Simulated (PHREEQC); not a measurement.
PHREEQC input (ion-association model, wateq4f.dat):

```
SOLUTION_SPECIES
  2 NO3- + 12 H+ + 10 e- = N2 + 6 H2O  # shut off: nitrate stays nitrate
    -log_k -100
    -delta_h 0
    -analytic -100
  SO4-2 + 10H+ + 8e- = H2S + 4H2O  # shut off: sulfate is not reduced
    -log_k -100
    -delta_h 0
    -analytic -100
SOLUTION 1
  temp 62
  units mol/kgw
  pH 7 charge
  Cl 0.0064
  Cd 0.0032
  S(6) 0.00011
  Mn(2) 0.00011
SOLUTION 2
  temp 62
  units mol/kgw
  pH 7 charge
  N(5) 0.126
  Cu(2) 0.056
  Cl 0.0027
  Na 0.0027
END
SELECTED_OUTPUT 1
  -reset false
  -pH true
  -pe true
  -ionic_strength true
  -water true
  -totals Cd Cl Cu Mn N Na S Cu(1) Cu(2) Mn(2)
    Mn(3) Mn(6) Mn(7) N(5) N(3) N(0) N(-3) S(-2) S(6)
  -molalities H+ Cd+2 Cl- Cu+2 Mn+2 NO3- Na+ SO4-2 NH3 NaSO4-
    HSO4- H2S HS- S-2 O2 NH4+ NH4SO4- OH- Mn+3 MnCl+
    MnCl2 MnCl3- MnOH+ Mn(OH)3- MnSO4 Mn(NO3)2 MnO4- MnO4-2 CuCl2- CuCl3-2
    Cu+ CuCl+ CuCl2 CuCl3- CuCl4-2 CuOH+ Cu(OH)2 Cu(OH)3- Cu(OH)4-2 Cu2(OH)2+2
    CuSO4 Cu(HS)3- CdCl+ CdCl2 CdCl3- CdOH+ Cd(OH)2 Cd(OH)3- Cd(OH)4-2 Cd2OH+3
    CdOHCl CdNO3+ CdSO4 CdHS+ Cd(HS)2 Cd(HS)3- Cd(HS)4-2 NO2- Cd(SO4)2-2
  -equilibrium_phases Pyrochroite Cu(OH)2 Brochantite Antlerite Atacamite Cu2(OH)3NO3 Cd(OH)2 CdOHCl Halite Mirabilite
    Chalcanthite
PRINT
  -reset false
MIX 1
  1 1
  2 0
EQUILIBRIUM_PHASES 1
  Pyrochroite 0 0
  Cu(OH)2 0 0
  Brochantite 0 0
  Antlerite 0 0
  Atacamite 0 0
  Cu2(OH)3NO3 0 0
  Cd(OH)2 0 0
  CdOHCl 0 0
  Halite 0 0
  Mirabilite 0 0
  Chalcanthite 0 0
END
# ... the last block is repeated for the other 10 points of share of solution B
```

Selected output (columns that matter, 11 of 11 rows; share of solution B added in front):

```
share of solution B	pH	mu	Cd	Cl	Cu	Mn	N	Na	S	m_H+	m_Cd+2	m_Cl-	m_Cu+2	m_Mn+2
0	5.8299	0.0080935	0.0032	0.0064	0	0.00011	0	0	0.00011	1.6177e-06	0.0022684	0.0054779	0	0.00010705
0.1	2.9162	0.025622	0.00288	0.00603	0.0056	9.9e-05	0.0126	0.00027	9.9e-05	0.00139	0.0022143	0.0051735	0.0053749	9.7366e-05
0.2	2.625	0.043135	0.00256	0.00566	0.0112	8.8e-05	0.0252	0.00054	8.8e-05	0.0027865	0.0020545	0.004837	0.010838	8.6867e-05
0.3	2.4558	0.060657	0.00224	0.00529	0.0168	7.7e-05	0.0378	0.00081	7.7e-05	0.0041854	0.0018514	0.0044953	0.016345	7.6148e-05
0.4	2.3361	0.078192	0.00192	0.00492	0.0224	6.6e-05	0.0504	0.00108	6.6e-05	0.0055856	0.0016227	0.0041544	0.021883	6.5334e-05
0.5	2.2435	0.09574	0.0016	0.00455	0.028	5.5e-05	0.063	0.00135	5.5e-05	0.0069867	0.0013767	0.0038166	0.027444	5.447e-05
0.6	2.1679	0.1133	0.00128	0.00418	0.0336	4.4e-05	0.0756	0.00162	4.4e-05	0.0083885	0.0011178	0.0034828	0.033025	4.3582e-05
0.7	2.1041	0.13088	0.00096	0.00381	0.0392	3.3e-05	0.0882	0.00189	3.3e-05	0.0097908	0.00084905	0.0031534	0.038622	3.2683e-05
0.8	2.0488	0.14847	0.00064	0.00344	0.0448	2.2e-05	0.1008	0.00216	2.2e-05	0.011194	0.00057232	0.0028284	0.044233	2.1783e-05
0.9	2	0.16607	0.00032	0.00307	0.0504	1.1e-05	0.1134	0.00243	1.1e-05	0.012597	0.00028897	0.0025078	0.049857	1.0887e-05
1	1.9564	0.18368	0	0.0027	0.056	0	0.126	0.0027	0	0.014	0	0.0021916	0.055492	0
```

Complexes and solids missing from the database can't appear. Away from 25 °C the constants follow the database's enthalpies or fits; those with neither stay at their 25 °C values.
